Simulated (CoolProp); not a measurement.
Normal hydrogen at 270.09 K and 0.437 MPa is compressed adiabatically to 2.74 MPa with isentropic efficiency 0.75. Each further row changes one setting.

The numbers come from the reference Helmholtz-energy equation of state, Leachman 2009 in CoolProp.

```tsv
case	work (kJ/kg)	final temperature (K)	final density (kg/m³)
as stated	…	519.2	…
efficiency 1	…	…	…
efficiency 0.65	…	…	1.18
```

Task: Complete the blanks.

Result: 
- as stated, work (kJ/kg): 3610
- as stated, final density (kg/m³): 1.27
- efficiency 1, work (kJ/kg): 2710
- efficiency 1, final temperature (K): 457.0
- efficiency 1, final density (kg/m³): 1.44
- efficiency 0.65, work (kJ/kg): 4170
- efficiency 0.65, final temperature (K): 557.4
